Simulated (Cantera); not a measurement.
Cantera run:

```python
import numpy as np
import cantera as ct

gas_names = """
    O2 ZrO2 VO2 CrO3 TaO2
""".split()
cond_names = """
    Zr(a) Zr(b) Zr(L) V(cr) V(L) Ti(a) Ti(b) Ti(L) Ti3O5(a) Ti3O5(b) Ti3O5(L) Ti2O3(a) Ti2O3(b) Ti2O3(L)
    Ti4O7(s) Ti4O7(L) Cr(cr) Cr(L) Ta(cr) Ta(L)
""".split()


# ... load() reads the species with a 1 bar reference pressure and builds the phases ...
species = {s.name: s for s in load("nasa_gas.yaml", gas_names) + load("nasa_condensed.yaml", cond_names)}
# Each term lists the table entries of one substance; the one whose range holds T is used.
reactions = {
    'Zr + O2(g) = ZrO2(g)':
        [(-1, ['Zr(a)', 'Zr(b)', 'Zr(L)']), (-1, ['O2']), (1, ['ZrO2'])],
    'V + O2(g) = VO2(g)':
        [(-1, ['V(cr)', 'V(L)']), (-1, ['O2']), (1, ['VO2'])],
    '1.2 Ti + O2(g) = 0.4 Ti3O5':
        [(-1.2, ['Ti(a)', 'Ti(b)', 'Ti(L)']), (-1, ['O2']), (0.4, ['Ti3O5(a)', 'Ti3O5(b)', 'Ti3O5(L)'])],
    '1.333 Ti + O2(g) = 0.6667 Ti2O3':
        [(-1.3333333333333333, ['Ti(a)', 'Ti(b)', 'Ti(L)']), (-1, ['O2']), (0.6666666666666666, ['Ti2O3(a)', 'Ti2O3(b)', 'Ti2O3(L)'])],
    '1.143 Ti + O2(g) = 0.2857 Ti4O7':
        [(-1.1428571428571428, ['Ti(a)', 'Ti(b)', 'Ti(L)']), (-1, ['O2']), (0.2857142857142857, ['Ti4O7(s)', 'Ti4O7(L)'])],
    '0.6667 Cr + O2(g) = 0.6667 CrO3(g)':
        [(-0.6666666666666666, ['Cr(cr)', 'Cr(L)']), (-1, ['O2']), (0.6666666666666666, ['CrO3'])],
    'Ta + O2(g) = TaO2(g)':
        [(-1, ['Ta(cr)', 'Ta(L)']), (-1, ['O2']), (1, ['TaO2'])],
}


def pick(names, T):
    return next(species[n] for n in names if species[n].thermo.min_temp <= T <= species[n].thermo.max_temp)


results = []
for label, terms in reactions.items():
    print(label)
    print("     T/K   dH/kJ  dS/(J/K)   dG/kJ   log10 K")
    for T in [1500, 1650, 1800, 1950, 2100, 2250, 2400, 2550, 2700, 2850]:
        used = [(nu, pick(names, T)) for nu, names in terms]
        dH = sum(nu * s.thermo.h(T) for nu, s in used) / 1e6
        dS = sum(nu * s.thermo.s(T) for nu, s in used) / 1e3
        dG = dH - T * dS / 1e3
        logK = -dG * 1e6 / (ct.gas_constant * T * np.log(10))
        results.append((label, T, dH, dS, dG, logK, [s.name for _, s in used]))
        print(f"{T:8g} {dH:8.1f} {dS:8.1f} {dG:8.1f} {logK:8.2f}")
```

Result:

```
Zr + O2(g) = ZrO2(g)
     T/K   dH/kJ  dS/(J/K)   dG/kJ   log10 K
    1500   -299.6     14.2   -320.8    11.17
    1650   -301.0     13.2   -322.9    10.22
    1800   -302.7     12.3   -324.8     9.43
    1950   -304.7     11.2   -326.6     8.75
    2100   -306.9     10.1   -328.2     8.16
    2250   -331.0     -1.2   -328.3     7.62
    2400   -334.4     -2.6   -328.1     7.14
    2550   -337.8     -4.0   -327.5     6.71
    2700   -341.3     -5.4   -326.8     6.32
    2850   -344.8     -6.6   -325.9     5.97
V + O2(g) = VO2(g)
     T/K   dH/kJ  dS/(J/K)   dG/kJ   log10 K
    1500   -244.2     16.5   -268.9     9.36
    1650   -246.5     15.0   -271.3     8.59
    1800   -249.1     13.5   -273.4     7.93
    1950   -251.9     12.0   -275.3     7.37
    2100   -255.2     10.4   -277.0     6.89
    2250   -281.8     -1.8   -277.8     6.45
    2400   -285.8     -3.5   -277.4     6.04
    2550   -289.9     -5.2   -276.7     5.67
    2700   -294.1     -6.8   -275.8     5.34
    2850   -298.3     -8.3   -274.7     5.03
1.2 Ti + O2(g) = 0.4 Ti3O5
     T/K   dH/kJ  dS/(J/K)   dG/kJ   log10 K
    1500   -969.4   -165.9   -720.6    25.09
    1650   -966.8   -164.2   -695.8    22.03
    1800   -964.2   -162.7   -671.3    19.48
    1950   -979.2   -170.4   -647.0    17.33
    2100   -909.0   -136.1   -623.1    15.50
    2250   -907.1   -135.2   -602.8    13.99
    2400   -905.3   -134.5   -582.6    12.68
    2550   -903.4   -133.7   -562.4    11.52
    2700   -901.7   -133.1   -542.4    10.49
    2850   -900.0   -132.4   -522.5     9.58
1.333 Ti + O2(g) = 0.6667 Ti2O3
     T/K   dH/kJ  dS/(J/K)   dG/kJ   log10 K
    1500   -995.3   -168.9   -742.0    25.84
    1650   -992.5   -167.1   -716.8    22.69
    1800   -990.2   -165.8   -691.9    20.08
    1950  -1007.9   -174.8   -667.0    17.87
    2100  -1007.6   -174.7   -640.8    15.94
    2250   -937.3   -141.5   -619.1    14.37
    2400   -936.8   -141.2   -597.9    13.01
    2550   -936.3   -141.0   -576.7    11.81
    2700   -935.9   -140.9   -555.6    10.75
    2850   -935.5   -140.7   -534.4     9.79
1.143 Ti + O2(g) = 0.2857 Ti4O7
     T/K   dH/kJ  dS/(J/K)   dG/kJ   log10 K
    1500   -962.5   -169.4   -708.4    24.67
    1650   -960.5   -168.1   -683.1    21.62
    1800   -959.0   -167.2   -658.0    19.09
    1950   -974.5   -175.2   -632.9    16.95
    2100   -907.9   -141.1   -611.6    15.21
    2250   -905.9   -140.2   -590.5    13.71
    2400   -903.9   -139.3   -569.6    12.40
    2550   -902.0   -138.5   -548.7    11.24
    2700   -900.1   -137.8   -528.0    10.21
    2850   -898.3   -137.2   -507.4     9.30
0.6667 Cr + O2(g) = 0.6667 CrO3(g)
     T/K   dH/kJ  dS/(J/K)   dG/kJ   log10 K
    1500   -200.7    -50.2   -125.4     4.37
    1650   -202.4    -51.3   -117.8     3.73
    1800   -204.4    -52.4   -110.0     3.19
    1950   -206.7    -53.7   -102.0     2.73
    2100   -209.5    -55.1    -93.9     2.34
    2250   -224.9    -62.3    -84.8     1.97
    2400   -226.4    -62.9    -75.4     1.64
    2550   -227.9    -63.5    -65.9     1.35
    2700   -229.5    -64.1    -56.3     1.09
    2850   -231.1    -64.7    -46.7     0.86
Ta + O2(g) = TaO2(g)
     T/K   dH/kJ  dS/(J/K)   dG/kJ   log10 K
    1500   -209.9     21.3   -241.9     8.42
    1650   -211.2     20.5   -245.0     7.76
    1800   -212.7     19.6   -248.0     7.20
    1950   -214.3     18.8   -250.9     6.72
    2100   -216.0     17.9   -253.6     6.31
    2250   -217.9     17.1   -256.2     5.95
    2400   -219.9     16.2   -258.7     5.63
    2550   -222.0     15.3   -261.1     5.35
    2700   -224.4     14.4   -263.3     5.09
    2850   -227.1     13.5   -265.4     4.86
```

Standard-state values (1 bar) from the NASA 1993 polynomials, evaluated with Cantera. Condensed species are held in their standard states even where they would react or evaporate.
